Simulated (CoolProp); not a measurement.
A closed Brayton cycle with carbon dioxide: compressor inlet 313.15 K and 8.1 MPa, high pressure 16.5 MPa, turbine inlet 745 K, compressor efficiency 0.89, turbine efficiency 0.85, recuperator effectiveness 0.8 (on enthalpy, no pinch check). Each further row changes one setting.

Values from CoolProp's reference Helmholtz-energy equation of state, Span 1996.

```
case                           thermal efficiency (%)  net work (kJ/kg)  compressor to turbine work  compressor exit (K)  turbine exit (K)
-----------------------------  ----------------------  ----------------  --------------------------  -------------------  ----------------
as stated                                           ?              54.4                        0.32                362.7             668.5
turbine inlet 695 K                              22.5                 ?                        0.35                362.7             621.3
compressor inlet 323.15 K                        22.8              47.8                        0.40                381.1             668.5
high pressure 14 MPa                             20.6              43.6                        0.31                351.1                 ?
recuperator effectiveness 0.5                    16.1              54.4                        0.32                362.7             668.5
```

Task: What belongs in the gaps?

Result: 
- as stated, thermal efficiency (%): 23.5
- turbine inlet 695 K, net work (kJ/kg): 48.2
- high pressure 14 MPa, turbine exit (K): 685.9
